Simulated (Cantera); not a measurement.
# Hydrocarbon pyrolysis for carbon deposition

An isothermal, constant-pressure homogeneous reactor starts with C₂H₄ : H₂ = 1 : 18 (molar parts), at 2023 K and 0.000168 atm.

Cantera simulation using GRI-Mech 3.0 (53 species, 325 reactions); the numbers are that mechanism's predictions, not measurements. GRI-Mech 3.0 was tuned for natural gas; its chemistry of ethylene as a main component is partial and can be far from experiment. GRI-Mech 3.0 stops at C3 and has no aromatics, soot or wall deposition, so with more carbon than oxygen in the feed, carbon stays in small species such as C2H2 where larger ones or solid carbon would form. Radical loss at walls, strong at low pressure, is not modelled.

```csv
t (s),x C₂H₄,x H₂,x CH₄,x CH₂,x C₂H₆
0.000300,0.0525,0.947,4.24e-12,1.29e-11,2.08e-10
0.000739,0.0522,0.947,5.34e-11,8.45e-11,9.91e-10
0.00182,0.0517,0.947,8.69e-10,5.06e-10,3.49e-9
0.00448,0.0503,0.947,1.13e-8,2.49e-9,7.11e-9
0.0110,0.0471,0.948,8.24e-8,9.01e-9,8.00e-9
0.0272,0.0399,0.948,3.79e-7,2.23e-8,6.78e-9
0.0669,0.0263,0.949,1.41e-6,3.46e-8,4.41e-9
0.165,0.00894,0.949,3.62e-6,2.22e-8,1.47e-9
0.406,0.000539,0.950,5.15e-6,2.18e-9,8.62e-11
1.00,1.06e-5,0.949,5.27e-6,2.01e-10,1.55e-12
```
x: mole fraction; the columns are a selection and need not sum to one.

Equilibrium at this temperature and pressure: C₂H₄ 3.83e-8, H₂ 0.820, CH₄ 3.62e-7, CH₂ 2.45e-7, C₂H₆ <1e-12 (gas phase only).
